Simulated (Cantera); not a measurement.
Input: 1 mol c-C₄F₈, 0.039 mol Si, 3.4 mol H₂, held at 3275 °C and 1.00 Torr.

These are equilibrium values from Cantera (NASA tables, ideal gas, pure condensed phases), not measurements of a reactor. Candidate condensed phases: C, C₆H₆, C₇H₈, C₈H₁₈, Si, SiC; 113 gas species. The feed counts by its element totals alone. The tables' values for SiF, SiF₂ are old estimates; treat these amounts as uncertain. Kinetics and transport are ignored.

Base state: F 0.413, H 0.352, C 0.177, HF 0.0312, C₂ 0.0117, CF 0.00704, C₃ 0.00591, Si 0.00197 (mole fractions); condensed: gas only.

Problem. What changes in the equilibrium state with this change: c-C₄F₈ replaced by C₂F₆?

Solution. 
| species | before | after |
|---|---|---|
| H | 0.352 | 0.444 |
| F | 0.413 | 0.384 |
| C | 0.177 | 0.121 |
| C₂ | 0.0117 | 0.00542 |
| HF | 0.0312 | 0.0366 |
| Si | 0.00197 | 0.00250 |
| C₃ | 0.00591 | 0.00187 |
| C₂H | 9.01e-5 | 5.28e-5 |
| SiC₂ | 1.31e-5 | 7.70e-6 |
| H₂ | 0.000381 | 0.000608 |
